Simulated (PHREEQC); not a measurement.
PHREEQC input (ion-association model, wateq4f.dat):

```
SOLUTION_MASTER_SPECIES
  An  An-  0  An  62.0  # stands for a non-complexing anion
SOLUTION_SPECIES
  An- = An-
    -log_k 0
    -gamma 3.0 0
PHASES
  Fix_H+
    H+ = H+
    -log_k 0
SOLUTION 1
  temp 25
  units mmol/kgw
  pH 7 charge
  Na 5
  An 5
END
SELECTED_OUTPUT 1
  -reset false
  -pH true
  -pe true
  -ionic_strength true
  -water true
  -totals Na
  -molalities Hfo_wOH Hfo_wOH2+ Hfo_wO- Hfo_sOH Hfo_sOH2+ Hfo_sO-
USER_PUNCH 1
  -headings sigma psi
  10 PUNCH EDL("sigma", "Hfo"), EDL("psi", "Hfo")
PRINT
  -reset false
USE solution 1
SURFACE 1
  Hfo_wOH 0.00121348 600 0.54
  Hfo_sOH 3.03371e-05
EQUILIBRIUM_PHASES 1
  Fix_H+ -4 HAn 10
    -force_equality true
  O2(g) -0.68 10
END
# ... the last block is repeated for the other 16 points of pH, with NaOH or the acid as the point needs
```

Selected output (columns that matter, 17 of 17 rows; pH added in front):

```
pH	mu	Na	m_Hfo_wOH	m_Hfo_wOH2+	m_Hfo_wO-	m_Hfo_sOH	m_Hfo_sOH2+	m_Hfo_sO-	sigma	psi
4	0.0054179	0.005	0.00058251	0.0006184	1.257e-05	1.4563e-05	1.546e-05	3.1425e-07	0.18494	0.19309
4.5	0.0052564	0.005	0.00072675	0.00046045	2.6278e-05	1.8169e-05	1.1511e-05	6.5694e-07	0.13254	0.17677
5	0.0051635	0.005	0.00082465	0.00034348	4.5356e-05	2.0616e-05	8.587e-06	1.1339e-06	0.091006	0.15797
5.5	0.0051039	0.005	0.00088213	0.00026377	6.7584e-05	2.2053e-05	6.5942e-06	1.6896e-06	0.059888	0.13691
6	0.0050643	0.005	0.00091126	0.00021283	8.9382e-05	2.2782e-05	5.3208e-06	2.2346e-06	0.037685	0.11367
6.5	0.0050382	0.005	0.00092413	0.00018166	0.0001077	2.3103e-05	4.5414e-06	2.6925e-06	0.022576	0.088526
7	0.0050213	0.005	0.00092918	0.00016282	0.00012148	2.323e-05	4.0705e-06	3.037e-06	0.01262	0.061901
7.5	0.0050101	0.005	0.00093098	0.00015102	0.00013148	2.3275e-05	3.7755e-06	3.287e-06	0.0059653	0.034305
8	0.0050017	0.005	0.00093149	0.00014264	0.00013935	2.3287e-05	3.5661e-06	3.4838e-06	0.0010048	0.0062073
8.5	0.0050096	0.0050157	0.00093131	0.00013509	0.00014708	2.3283e-05	3.3773e-06	3.6771e-06	-0.0036611	-0.021978
9	0.0050266	0.0050424	0.00093021	0.00012624	0.00015702	2.3255e-05	3.1561e-06	3.9256e-06	-0.0093957	-0.049846
9.5	0.005064	0.0050937	0.00092694	0.00011423	0.00017231	2.3173e-05	2.8558e-06	4.3077e-06	-0.017728	-0.076947
10	0.0051595	0.0052108	0.00091809	9.7655e-05	0.00019773	2.2952e-05	2.4414e-06	4.9433e-06	-0.03055	-0.10274
10.5	0.0054274	0.005512	0.00089597	7.6217e-05	0.00024129	2.2399e-05	1.9054e-06	6.0323e-06	-0.050391	-0.12658
11	0.0062264	0.0063631	0.00084404	5.1298e-05	0.00031814	2.1101e-05	1.2825e-06	7.9535e-06	-0.081458	-0.14752
11.5	0.0087165	0.0089388	0.00072697	2.6308e-05	0.00046019	1.8174e-05	6.577e-07	1.1505e-05	-0.13245	-0.16378
12	0.016784	0.017146	0.00049128	7.7389e-06	0.00071445	1.2282e-05	1.9347e-07	1.7861e-05	-0.21574	-0.17199
```

Species that the database lacks are ignored.
